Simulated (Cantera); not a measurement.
A freely propagating, adiabatic, planar premixed flame of CH₄ : O₂ : N₂ = 1 : 2.35 : 8.85 (molar parts), equivalence ratio 0.85, unburnt at 325 K and 0.651 atm; mixture-averaged transport, grid criteria slope 0.08 and curve 0.16, no radiation.

Model: GRI-Mech 3.0 (53 species, 325 reactions), integrated in Cantera. Burning velocities carry a grid error of a few per cent, more on coarse grids.

### Question
What does this change do: CH4 1 to 1.3 parts?

### Answer
```
quantity                     before      after
------------------------  ---------  ---------
laminar burning velocity  41.4 cm/s  49.8 cm/s
thermal thickness          0.653 mm   0.583 mm
peak x(C₂H)                 3.05e-8    3.73e-7
peak x(O)                   0.00404    0.00272
peak x(CH₂O)               0.000809   0.000959
peak x(H₂)                   0.0130     0.0287
```

### Question
What does this change do: N2 8.85 to 6.9 parts?

### Answer
```json
[
 {"quantity": "laminar burning velocity", "before": "41.4 cm/s", "after": "65.8 cm/s"},
 {"quantity": "thermal thickness", "before": "0.653 mm", "after": "0.475 mm"},
 {"quantity": "peak x(C₂H)", "before": "3.05e-8", "after": "1.03e-7"},
 {"quantity": "peak x(O)", "before": "0.00404", "after": "0.00665"},
 {"quantity": "peak x(CH₂O)", "before": "0.000809", "after": "0.00110"},
 {"quantity": "peak x(H₂)", "before": "0.0130", "after": "0.0182"}
]
```
